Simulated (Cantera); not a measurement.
## Thermodynamics of sublimation and decomposition of ceramics, feed MgO + N2

A closed system holds: 1 mol MgO, 0.054 mol N2, at 29.0 mbar.

Equilibrium computed with Cantera from the NASA thermochemical tables; the gas is ideal and each condensed phase is pure. Candidate condensed phases: Mg, MgO; 27 gas species. Ions and electrons are included (thermal ionisation). The numbers say what is thermodynamically allowed, not how fast it happens.

```
T (°C)   x Mg    x O      x O2     x MgO    x N2     x Mg+      x e-       x N
------  -----  -----  --------  --------  ------  --------  --------  --------
2727    0.537  0.249     0.140    0.0388  0.0274   4.17e-5   4.15e-5   1.35e-5
2977    0.509  0.374    0.0648    0.0201  0.0254  0.000140  0.000139   5.78e-5
3227    0.494  0.443    0.0234   0.00974  0.0247  0.000400  0.000399  0.000205
3477    0.487  0.469   0.00808   0.00481  0.0246   0.00101   0.00101  0.000619
3727    0.484  0.478   0.00299   0.00252  0.0243   0.00228   0.00228   0.00163
3977    0.479  0.480   0.00121   0.00140  0.0234   0.00469   0.00469   0.00376
4227    0.472  0.478  0.000536  0.000820  0.0215   0.00892   0.00891   0.00774
4477    0.460  0.474  0.000255  0.000498  0.0182    0.0158    0.0158    0.0141
4727    0.442  0.468  0.000129  0.000310  0.0136    0.0263    0.0263    0.0227
```
x: gas mole fraction; nothing condenses.

From 2727 °C to 4727 °C nothing is condensed. The main Mg-bearing gas is Mg throughout.
